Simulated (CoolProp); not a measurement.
Saturated liquid density (kg/m³) of n-perfluorohexane: the reference equation beside estimates from Tc = 174.9 °C, pc = 1.742 MPa, ω = 0.497. Rackett uses Z = 0.29056 − 0.08775 ω.

Values from CoolProp's reference Helmholtz-energy equation of state, Gao 2022.

```tsv
T (°C)	reference	Rackett	van der Waals
54.45	1587	1673	876.8
65.85	1550	1628	854.9
77.15	1512	1582	832.0
88.55	1470	1533	807.3
99.95	1426	1481	780.8
111.25	1378	1425	752.3
122.65	1324	1364	720.9
134.05	1262	1296	685.6
145.35	1189	1217	645.4
156.75	1093	1120	596.0
```

Absolute difference from the reference over all 10 rows, mean and median: Rackett 3.7 and 3.6 %, van der Waals 45.3 and 45.3 %.
